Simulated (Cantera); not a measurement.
A perfectly stirred reactor is fed with C₂H₆ : H₂ = 1 : 2.8 (molar parts), at 1.88 Torr; it is held at 1650 K, and followed from long to short residence time.

Cantera simulation using GRI-Mech 3.0 (53 species, 325 reactions); the numbers are that mechanism's predictions, not measurements. GRI-Mech 3.0 stops at C3 and has no aromatics, soot or wall deposition, so with more carbon than oxygen in the feed, carbon stays in small species such as C2H2 where larger ones or solid carbon would form. Radical loss at walls, strong at low pressure, is not modelled.

x: mole fraction; the columns are a selection and need not sum to one.

```
τ (s)       x C₂H₆   x H₂         x H      x C₂H₄       x C₂H
------  ----------  -----  ----------  ----------  ----------
22         1.46e-5  0.813     0.00175    0.000142     1.56e-6
4.7     (withheld)  0.800  (withheld)  (withheld)     1.64e-6
1.0       0.000286  0.778     0.00210     0.00188     1.73e-6
0.23       0.00114  0.746     0.00239     0.00598     1.78e-6
0.050      0.00465  0.706     0.00277      0.0171     1.66e-6
0.011       0.0184  0.670     0.00313      0.0376     1.14e-6
0.0024  (withheld)  0.669     0.00293  (withheld)  (withheld)
```

Q: What belongs in the gaps?

A: 
- 4.7, x C₂H₆: 6.54e-5
- 4.7, x H: 0.00189
- 4.7, x C₂H₄: 0.000510
- 0.0024, x C₂H₆: 0.0698
- 0.0024, x C₂H₄: 0.0516
- 0.0024, x C₂H: 3.09e-7
